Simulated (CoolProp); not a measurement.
A closed Brayton cycle with carbon dioxide: compressor inlet 309.15 K and 7.6 MPa, high pressure 18.5 MPa, turbine inlet 705 K, compressor efficiency 0.8, turbine efficiency 0.85, recuperator effectiveness 0 (on enthalpy, no pinch check). Each further row changes one setting.

Computed with CoolProp (reference Helmholtz-energy equation of state, Span 1996).

```json
[
 {"case": "as stated", "thermal efficiency (%)": "12.2", "net work (kJ/kg)": "55.5", "compressor to turbine work": "0.40", "compressor exit (K)": "373.2", "turbine exit (K)": "612.9"},
 {"case": "turbine inlet 655 K", "thermal efficiency (%)": "12.1", "net work (kJ/kg)": "47.6", "compressor to turbine work": "0.44", "compressor exit (K)": "373.2", "turbine exit (K)": "___"},
 {"case": "compressor inlet 319.15 K", "thermal efficiency (%)": "___", "net work (kJ/kg)": "___", "compressor to turbine work": "0.50", "compressor exit (K)": "394.7", "turbine exit (K)": "612.9"},
 {"case": "high pressure 15.7 MPa", "thermal efficiency (%)": "10.2", "net work (kJ/kg)": "47.7", "compressor to turbine work": "___", "compressor exit (K)": "361.1", "turbine exit (K)": "629.6"},
 {"case": "recuperator effectiveness 0.5", "thermal efficiency (%)": "17.5", "net work (kJ/kg)": "55.5", "compressor to turbine work": "0.40", "compressor exit (K)": "373.2", "turbine exit (K)": "612.9"}
]
```

Complete the blanks.


- turbine inlet 655 K, turbine exit (K): 566.2
- compressor inlet 319.15 K, thermal efficiency (%): 11.2
- compressor inlet 319.15 K, net work (kJ/kg): 46.1
- high pressure 15.7 MPa, compressor to turbine work: 0.38
